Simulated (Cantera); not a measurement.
A perfectly stirred reactor is fed with 70.4 % CH₄, 29.6 % H₂O, at 0.109 atm; it is held at 1573 K, and followed from long to short residence time.

Cantera simulation using GRI-Mech 3.0 (53 species, 325 reactions); the numbers are that mechanism's predictions, not measurements. GRI-Mech 3.0 stops at C3 and has no aromatics, soot or wall deposition, so with more carbon than oxygen in the feed, carbon stays in small species such as C2H2 where larger ones or solid carbon would form.

Predict: x(CH₄) at τ = 19.0 s; x(H₂O) at τ = 19.0 s; x(C₂H₆) at τ = 19.0 s; x(C₂H₂) at τ = 19.0 s; x(CH₂CO) at τ = 19.0 s; x(CH₄) at τ = 0.200 s; x(H₂O) at τ = 0.200 s; x(C₂H₆) at τ = 0.200 s; x(C₂H₂) at τ = 0.200 s; x(CH₂CO) at τ = 0.200 s.


| Quantity | Result |
|---|---|
| x(CH₄) at τ = 19.0 s | 0.0504 |
| x(H₂O) at τ = 19.0 s | 0.0771 |
| x(C₂H₆) at τ = 19.0 s | 7.62e-6 |
| x(C₂H₂) at τ = 19.0 s | 0.129 |
| x(CH₂CO) at τ = 19.0 s | 1.15e-5 |
| x(CH₄) at τ = 0.200 s | 0.407 |
| x(H₂O) at τ = 0.200 s | 0.243 |
| x(C₂H₆) at τ = 0.200 s | 0.000423 |
| x(C₂H₂) at τ = 0.200 s | 0.0811 |
| x(CH₂CO) at τ = 0.200 s | 3.17e-5 |
